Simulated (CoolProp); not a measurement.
Vapour-liquid equilibrium of fluoroethane (R161) (1) + R1234yf (2) at 186.9 K; x and y are mole fractions of (1).

Model: multi-fluid Helmholtz-energy mixture model, Wu 2012 and Lemmon 2022; pair parameters Bell 2016, in CoolProp.

Problem. Give the bubble pressure and the first vapour's composition at x = 0.2, 0.5, 0.95. Is there an azeotrope?

Solution. x = 0.2: 0.003941 MPa, y = 0.323; x = 0.5: 0.004673 MPa, y = 0.625; x = 0.95: 0.005368 MPa, y = 0.960. No azeotrope shows between x = 0.05 and 0.95.

The pair parameters rest on a limited set of measurements; away from them the model extrapolates.
